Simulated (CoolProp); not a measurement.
A simple Rankine cycle with the fluoroketone C6F12O (FK-5-1-12): condensing at 292.15 K, boiler at 0.192 MPa, turbine inlet 492.1 K, turbine efficiency 0.85, pump efficiency 0.7, no recuperator. Each further row changes one setting.

Model: reference Helmholtz-energy equation of state, McLinden 2015, in CoolProp.

```json
[
 {"case": "as stated", "thermal efficiency (%)": "6.7", "net work (kJ/kg)": "19.2", "heat in (kJ/kg)": "286", "turbine exit temperature (K)": "472.7", "volume ratio over the turbine": "6.03"},
 {"case": "condensing temperature 284.15 K", "thermal efficiency (%)": "7.8", "net work (kJ/kg)": "23.0", "heat in (kJ/kg)": "295", "turbine exit temperature (K)": "468.9", "volume ratio over the turbine": "8.65"},
 {"case": "boiler pressure 0.134 MPa", "thermal efficiency (%)": "5.4", "net work (kJ/kg)": "15.5", "heat in (kJ/kg)": "287", "turbine exit temperature (K)": "476.6", "volume ratio over the turbine": "4.22"},
 {"case": "turbine efficiency 0.75", "thermal efficiency (%)": "5.9", "net work (kJ/kg)": "16.9", "heat in (kJ/kg)": "286", "turbine exit temperature (K)": "474.9", "volume ratio over the turbine": "6.06"}
]
```
